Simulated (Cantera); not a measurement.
## Premixed flame

A freely propagating, adiabatic, planar premixed flame of H2 : O2 : N2 = 1 : 0.2 : 0.752 (molar parts), equivalence ratio 2.5, unburnt at 475 K and 383 Torr; mixture-averaged transport, grid criteria slope 0.08 and curve 0.16, no radiation.

Cantera simulation using the H2/O2 subset of GRI-Mech 3.0, which has no nitrogen chemistry; the numbers are that mechanism's predictions, not measurements. Burning velocities carry a grid error of a few per cent, more on coarse grids.

| z (mm) | T (K) | u (m/s) | x H2 | x O2 | x H | x H2O | x HO2 | x OH |
|---|---|---|---|---|---|---|---|---|
| -3.09 | 475 | 5.33 | 0.512 | 0.102 | <1e-8 | <1e-8 | <1e-8 | <1e-8 |
| -2.06 | 475 | 5.33 | 0.512 | 0.102 | <1e-8 | <1e-8 | <1e-8 | <1e-8 |
| -1.54 | 475 | 5.33 | 0.512 | 0.102 | <1e-8 | <1e-8 | <1e-8 | <1e-8 |
| -1.03 | 475 | 5.33 | 0.512 | 0.102 | 1.28e-8 | 1.03e-7 | 2.73e-7 | <1e-8 |
| -0.515 | 501 | 5.59 | 0.509 | 0.102 | 0.000209 | 0.00104 | 0.000183 | 6.90e-5 |
| -0.257 | 730 | 7.97 | 0.478 | 0.0960 | 0.00814 | 0.0204 | 9.88e-5 | 0.000429 |
| 0 | 1105 | 11.7 | 0.388 | 0.0636 | 0.0467 | 0.0925 | 3.74e-5 | 0.00112 |
| 0.257 | 1354 | 14.3 | 0.305 | 0.0154 | 0.0824 | 0.185 | 8.62e-6 | 0.00183 |
| 0.515 | 1456 | 15.3 | 0.288 | 0.00225 | 0.0857 | 0.212 | 1.19e-6 | 0.00173 |
| 1.03 | 1552 | 16.3 | 0.292 | 0.000197 | 0.0754 | 0.217 | 1.02e-7 | 0.00189 |
| 2.06 | 1653 | 17.2 | 0.302 | 0.000109 | 0.0611 | 0.219 | 5.68e-8 | 0.00202 |
| 4.12 | 1755 | 18.1 | 0.311 | 7.19e-5 | 0.0463 | 0.221 | 3.83e-8 | 0.00194 |
| 8.24 | 1845 | 18.9 | 0.320 | 4.00e-5 | 0.0327 | 0.223 | 2.31e-8 | 0.00166 |
x: mole fraction of selected species; z is measured from the peak of heat release.

* **laminar burning velocity**: 533 cm/s
* **thermal thickness**: 1.03 mm
* **peak x(H)**: 0.0865
* **peak x(HO2)**: 0.000196
* **peak x(OH)**: 0.00202
* **grid points**: 129
